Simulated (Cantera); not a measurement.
Charge: 1 mol Ta2O5, 0.37 mol H2, 0.039 mol H2O, equilibrated at 1723 K and 0.0133 bar.

Equilibrium computed with Cantera from the NASA thermochemical tables; the gas is ideal and each condensed phase is pure. Candidate condensed phases: H2O, Ta, Ta2O5; 12 gas species. Kinetics and transport are ignored.

Base state: H2 0.903, H2O 0.0953, H 0.00150 (mole fractions); condensed: Ta2O5(s).

Task: What changes in the equilibrium state with this change: temperature from 1723 K to 1123.15 K?

Result: 
```
species         before    after
-------------  -------  -------
H2               0.903    0.905
H2O             0.0953   0.0954
H              0.00150  3.52e-7
Ta2O5(s), mol     1.00     1.00
```
